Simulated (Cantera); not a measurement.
An adiabatic, constant-pressure homogeneous reactor starts with CH4 : O2 : N2 = 1 : 1.11 : 4.78 (molar parts), equivalence ratio 1.8, at 1398 K and 7500 Torr.

Computed with Cantera and GRI-Mech 3.0 (53 species, 325 reactions).

x: mole fraction; the columns are a selection and need not sum to one.

| t (s) | T (K) | x CH4 | x O2 | x C2H4 | x NO | x HCO |
|---|---|---|---|---|---|---|
| 3.00e-6 | 1398 | 0.145 | 0.161 | 2.32e-11 | <1e-12 | <1e-12 |
| 7.57e-6 | 1398 | 0.145 | 0.161 | 5.87e-10 | <1e-12 | 1.78e-12 |
| 1.91e-5 | 1398 | 0.145 | 0.161 | 1.93e-8 | <1e-12 | 2.20e-11 |
| 4.82e-5 | 1398 | 0.145 | 0.161 | 5.34e-7 | <1e-12 | 2.95e-10 |
| 0.000122 | 1399 | 0.145 | 0.161 | 4.95e-6 | <1e-12 | … |
| 0.000307 | 1404 | 0.143 | 0.160 | 3.96e-5 | <1e-12 | … |
| 0.000775 | 1679 | 0.0916 | 0.116 | 0.00554 | 9.90e-10 | … |
| 0.00195 | 2499 | 4.39e-10 | 4.59e-6 | <1e-12 | 0.000146 | 4.23e-7 |
| 0.00493 | 2499 | 4.34e-10 | 4.61e-6 | <1e-12 | 0.000102 | 4.24e-7 |
| 0.0124 | 2499 | 4.33e-10 | 4.61e-6 | <1e-12 | 9.53e-5 | 4.24e-7 |
| 0.0314 | 2499 | 4.33e-10 | 4.61e-6 | <1e-12 | 9.52e-5 | 4.24e-7 |
| 0.0793 | 2499 | 4.33e-10 | 4.61e-6 | <1e-12 | 9.52e-5 | 4.24e-7 |
| 0.200 | 2499 | 4.33e-10 | 4.61e-6 | <1e-12 | 9.52e-5 | 4.24e-7 |

Question: Complete the blanks.

Answer: 
- 0.000122, x HCO: 1.79e-9
- 0.000307, x HCO: 1.03e-8
- 0.000775, x HCO: 4.96e-6
